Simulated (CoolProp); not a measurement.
A closed Brayton cycle with nitrogen: compressor inlet 307.15 K and 5.7 MPa, high pressure 18.2 MPa, turbine inlet 925 K, compressor efficiency 0.8, turbine efficiency 0.93, recuperator effectiveness 0.95 (on enthalpy, no pinch check). Each further row changes one setting.

Computed with CoolProp (reference Helmholtz-energy equation of state, Span 2000).

```
case                           thermal efficiency (%)  net work (kJ/kg)  compressor to turbine work  compressor exit (K)  turbine exit (K)
-----------------------------  ----------------------  ----------------  --------------------------  -------------------  ----------------
as stated                                        36.4               103                        0.61                459.7             697.4
turbine inlet 875 K                               [?]               [?]                        0.65                459.7             657.7
compressor inlet 317.15 K                        34.6              97.4                        0.63                474.6             697.4
high pressure 15.5 MPa                           38.2              97.0                         [?]                435.4             725.4
recuperator effectiveness 0.5                    25.8               103                        0.61                459.7             697.4
```

Complete the blanks.


- turbine inlet 875 K, thermal efficiency (%): 33.2
- turbine inlet 875 K, net work (kJ/kg): 88.6
- high pressure 15.5 MPa, compressor to turbine work: 0.58
